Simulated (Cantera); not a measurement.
Standard-state values (1 bar) from the NASA 1993 polynomials, evaluated with Cantera. Values are per mole of reaction as written; species without (g) are pure solids or liquids, kept so even where they would boil at 1 bar.

**Question.** Between 698 and 873 K, where is each reaction favourable under standard conditions?
- 2 O2(g) + 2 HCl(g) + 2 B = 2 HBO2(g) + Cl2(g)

**Answer.** 
- 2 O2(g) + 2 HCl(g) + 2 B = 2 HBO2(g) + Cl2(g): ΔG° is -868 kJ at 698 K and -849 kJ at 873 K; it stays negative (K > 1). ΔH° is -946 kJ and ΔS° -112 J/K at 873 K.
